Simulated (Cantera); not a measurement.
A freely propagating, adiabatic, planar premixed flame of 24.9 % H2, 15.8 % O2, 59.3 % N2, equivalence ratio 0.79, unburnt at 423 K and 41000 Pa; mixture-averaged transport, grid criteria slope 0.08 and curve 0.16, no radiation.

Cantera simulation using the H2/O2 subset of GRI-Mech 3.0, which has no nitrogen chemistry; the numbers are that mechanism's predictions, not measurements. Burning velocities carry a grid error of a few per cent, more on coarse grids.

Task: Predict: laminar burning velocity; thermal thickness; peak x(H2O2); peak x(O); peak x(H).

Result: 
```json
{
  "laminar_burning_velocity": "305 cm/s",
  "thermal_thickness": "1.26 mm",
  "peak x(H2O2)": "3.45e-5",
  "peak x(O)": "0.0132",
  "peak x(H)": "0.0418"
}
```
